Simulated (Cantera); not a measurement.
Equilibrium for carbon deposition, reforming and gasification: acetone + O₂ + N₂

Input: 1 mol acetone, 0.17 mol O₂, 0.48 mol N₂, held at 101000 Pa.

Cantera equilibrium calculation (NASA polynomials, part measured and part estimated; ideal gas, pure solids and liquids). Candidate condensed phases: C, C₆H₆, C₇H₈, C₈H₁₈, H₂O; 169 gas species. Ions and electrons are included (thermal ionisation). The feed counts by its element totals alone. Equilibrium is a limit: real reactors are often held back by kinetics, nucleation or transport.

At 3000 K the condensed part is C(graphite). From 3500 K to 5000 K nothing is condensed. The main C-bearing gas is CO throughout.

```
T (K)    x H     x H₂   x CO      x C    x N₂  x C₂H₂ (acetylene)     x HCN      x C₃      x CN     x C₂     x C₂H     x HNC  n C(graphite)
-----  -----  -------  -----  -------  ------  ------------------  --------  --------  --------  -------  --------  --------  -------------
3000   0.109    0.480  0.263  5.00e-5  0.0715              0.0299    0.0370  0.000308  0.000866  3.13e-5   0.00116   0.00699           1.09
3500   0.303    0.267  0.225  0.00262  0.0495              0.0458    0.0428    0.0206   0.00752  0.00258    0.0164    0.0113              0
4000   0.533    0.113  0.182   0.0204  0.0449             0.00674    0.0170    0.0305    0.0168   0.0113    0.0155   0.00578              0
4500   0.625   0.0332  0.158   0.0717  0.0412            0.000442   0.00446    0.0149    0.0223   0.0179   0.00567   0.00183              0
5000   0.633  0.00983  0.146    0.129  0.0392             1.73e-5  0.000904   0.00239    0.0187   0.0112  0.000975  0.000432              0
```
x: gas mole fraction; n: condensed amount in mol.
